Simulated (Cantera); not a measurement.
Cantera with NASA thermochemical tables; ideal gases at 1 bar, condensed phases pure. Values are per mole of reaction as written; species without (g) are pure solids or liquids, kept so even where they would boil at 1 bar.

3 H2S(g) + C6H6(g) + 3 NiS ⇌ 3 NiS2 + 3 C2H4(g), with ΔH° = 5.6 kJ and ΔS° = -171.5 J/K at 300 K.

Problem. How far is the shortcut ΔG° ≈ ΔH°(300 K) − T·ΔS°(300 K) from the full temperature-dependent value at 1925, 2000, 2075, 2150, 2225, 2300, 2375, 2450, 2525 K?

Solution. 
```csv
T (K),shortcut (kJ),full (kJ),difference (kJ),difference in log10 K,condensed phases
1925,335.7,318.2,17.5,-0.48,"NiS(l), NiS2(l)"
2000,348.6,327.5,21.1,-0.55,"NiS(l), NiS2(l)"
2075,361.4,336.9,24.5,-0.62,"NiS(l), NiS2(l)"
2150,374.3,346.3,28.0,-0.68,"NiS(l), NiS2(l)"
2225,387.2,355.8,31.3,-0.74,"NiS(l), NiS2(l)"
2300,400.0,365.4,34.6,-0.79,"NiS(l), NiS2(l)"
2375,412.9,375.0,37.9,-0.83,"NiS(l), NiS2(l)"
2450,425.7,384.7,41.0,-0.87,"NiS(l), NiS2(l)"
2525,438.6,394.4,44.2,-0.91,"NiS(l), NiS2(l)"
```
The shortcut ignores heat capacities and the phase changes listed.
